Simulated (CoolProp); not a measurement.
Vapour-liquid equilibrium of R125 (1) + R227EA (2) at 1.14 MPa; x and y are mole fractions of (1).

The numbers come from the multi-fluid Helmholtz-energy mixture model, Lemmon 2005 and Lemmon 2016; pair parameters Bell 2016 in CoolProp.

```
x     bubble temperature (K)  y at the bubble point  dew temperature at overall composition x (K)  liquid density (mol/L)
----  ----------------------  ---------------------  --------------------------------------------  ----------------------
0.05                   329.2                  0.093                                         330.4                   7.343
0.2                    321.4                  0.336                                         325.8                   7.783
0.35                   314.3                  0.531                                         320.9                   8.226
0.5                    307.9                  0.685                                         315.5                   8.673
0.65                   302.2                  0.805                                         309.4                   9.128
0.8                    297.1                  0.900                                         302.5                   9.595
0.95                   292.6                  0.977                                         294.2                   10.08
```

No azeotrope shows between x = 0.05 and 0.95.

Pair parameters are fitted to limited data, so mixtures are less certain than the pure fluids.
